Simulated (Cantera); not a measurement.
Input: 1 mol Si, 0.64 mol Cl₂, 0.39 mol N₂, 3.3 mol HCl, at 1200 K and 0.100 bar.

These are equilibrium values from Cantera (NASA tables, ideal gas, pure condensed phases), not measurements of a reactor. Candidate condensed phases: NH₄Cl, Si, Si₃N₄; 28 gas species. N₂ is the only nitrogen source here; it is nearly inert below about 1500 K, so the nitride shown seldom forms there in practice. The tables' values for SiCl₃ are old estimates; treat these amounts as uncertain. Rates play no part.

Base state: HCl 0.437, H₂ 0.264, SiCl₄ 0.221, N₂ 0.0712, SiHCl₃ 0.00363, SiCl₃ 0.00329, SiCl₂ 0.000430 (mole fractions); condensed: Si₃N₄(s).

Problem. What changes in the equilibrium state with this change: temperature from 1200 K to 723.15 K?

Solution. 
| species | before | after |
|---|---|---|
| H₂ | 0.264 | 0.337 |
| HCl | 0.437 | 0.306 |
| SiCl₄ | 0.221 | 0.263 |
| N₂ | 0.0712 | 0.0935 |
| SiCl₂ | 0.000430 | <1e-9 |
| SiCl₃ | 0.00329 | 5.89e-8 |
| NH₃ | 6.90e-7 | 4.19e-5 |
| SiHCl₃ | 0.00363 | 8.68e-5 |
| Si₃N₄(s), mol | 0.0736 | 0.0375 |

Problem. What changes in the equilibrium state with this change: temperature from 1200 K to 1150 K?

Solution. 
```
species          before     after
-------------  --------  --------
HCl               0.437     0.429
H₂                0.264     0.269
SiCl₄             0.221     0.226
N₂               0.0712    0.0722
SiCl₂          0.000430  0.000128
SiCl₃           0.00329   0.00162
SiHCl₃          0.00363   0.00287
Si₃N₄(s), mol    0.0736    0.0720
```
